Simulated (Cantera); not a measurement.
An adiabatic, constant-volume homogeneous reactor starts with H₂ : O₂ : N₂ = 1 : 1.56 : 8.75 (molar parts), equivalence ratio 0.32, at 1348 K and 13.8 atm.

Model: the H2/O2 subset of GRI-Mech 3.0, which has no nitrogen chemistry, integrated in Cantera. The hydrogen kinetics of GRI-Mech 3.0 are dated; newer H2 mechanisms differ, most at raised pressure. The pressure lies above the range GRI-Mech 3.0 was tuned for (to about 10 atm).

Question: Predict: time of steepest temperature rise; temperature at 0.400 s; equilibrium temperature; x(H₂) at 0.400 s; x(O₂) at 0.400 s; x(HO₂) at 0.400 s; x(H₂O) at 0.400 s; x(O) at 0.400 s; x(H) at 0.400 s; x(H₂O₂) at 0.400 s.

Answer: 
- time of steepest temperature rise = 5.03 µs
- temperature at 0.400 s = 2130 K
- equilibrium temperature = 2130 K
- x(H₂) at 0.400 s = 4.66e-5 (gas-phase equilibrium 4.66e-5)
- x(O₂) at 0.400 s = 0.0976 (gas-phase equilibrium 0.0976)
- x(HO₂) at 0.400 s = 5.36e-6 (gas-phase equilibrium 5.36e-6)
- x(H₂O) at 0.400 s = 0.0917 (gas-phase equilibrium 0.0917)
- x(O) at 0.400 s = 0.000117 (gas-phase equilibrium 0.000117)
- x(H) at 0.400 s = 5.59e-6 (gas-phase equilibrium 5.59e-6)
- x(H₂O₂) at 0.400 s = 3.67e-7 (gas-phase equilibrium 3.67e-7)
